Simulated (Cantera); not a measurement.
Equilibrium for silicon carbide growth: SiH₂Cl₂ + C₂H₂ + H₂

Charge: 1 mol SiH₂Cl₂, 0.02 mol C₂H₂, 3 mol H₂, held at 220 Pa.

Cantera equilibrium calculation (NASA polynomials, part measured and part estimated; ideal gas, pure solids and liquids). Candidate condensed phases: C, C₆H₆, C₇H₈, C₈H₁₈, Si, SiC; 109 gas species. Mutual solubility and eutectic melting of coexisting phases are not modelled. The tables' values for SiCl₃, SiCl are old estimates; treat these amounts as uncertain. Gases not in the tables: Si₂H₆ and higher silanes. The numbers say what is thermodynamically allowed, not how fast it happens.

| T (K) | log p H₂ | log p HCl | log p SiCl₂ | log p SiCl₄ | log p H | log p Si | log p SiCl₃ | n Si(s) | n SiC(s) | n Si(l) |
|---|---|---|---|---|---|---|---|---|---|---|
| 1098 | -2.75 | -3.69 | -4.31 | -3.88 | -8.98 | -13.66 | -4.67 | 0.498 | 0.0400 | 0 |
| 1173 | -2.77 | -3.54 | -3.96 | -4.13 | -8.31 | -12.31 | -4.54 | 0.475 | 0.0400 | 0 |
| 1248 | -2.79 | -3.47 | -3.75 | -4.55 | -7.72 | -11.11 | -4.58 | 0.435 | 0.0400 | 0 |
| 1323 | -2.80 | -3.45 | -3.66 | -5.10 | -7.20 | -10.05 | -4.75 | 0.404 | 0.0400 | 0 |
| 1398 | -2.80 | -3.45 | -3.62 | -5.68 | -6.72 | -9.11 | -4.96 | 0.386 | 0.0400 | 0 |
| 1473 | -2.80 | -3.45 | -3.60 | -6.22 | -6.30 | -8.26 | -5.18 | 0.374 | 0.0400 | 0 |
| 1548 | -2.80 | -3.46 | -3.59 | -6.72 | -5.91 | -7.50 | -5.38 | 0.364 | 0.0400 | 0 |
| 1623 | -2.80 | -3.46 | -3.58 | -7.18 | -5.56 | -6.81 | -5.57 | 0.356 | 0.0400 | 0 |
| 1698 | -2.80 | -3.47 | -3.58 | -7.60 | -5.24 | -6.18 | -5.74 | 0 | 0.0400 | 0.350 |
| 1773 | -2.80 | -3.45 | -3.59 | -7.95 | -4.95 | -5.67 | -5.89 | 0 | 0.0400 | 0.361 |
| 1848 | -2.81 | -3.44 | -3.61 | -8.28 | -4.68 | -5.20 | -6.03 | 0 | 0.0398 | 0.364 |
| 1923 | -2.82 | -3.43 | -3.63 | -8.59 | -4.43 | -4.77 | -6.16 | 0 | 0.0392 | 0.349 |
| 1998 | -2.83 | -3.43 | -3.65 | -8.89 | -4.21 | -4.37 | -6.30 | 0 | 0.0372 | 0.290 |
log p: log10 of the partial pressure in bar; n: condensed amount in mol.

From 1098 K to 1623 K the condensed part is Si(s) + SiC(s). From 1698 K to 1998 K the condensed part is Si(l) + SiC(s). The main Si-bearing gas is SiCl₄ at 1098 K and SiCl₂ at 1998 K. The share of Si in condensed phases is highest at 1098 K (53.8 %) and lowest at 1998 K (32.7 %).
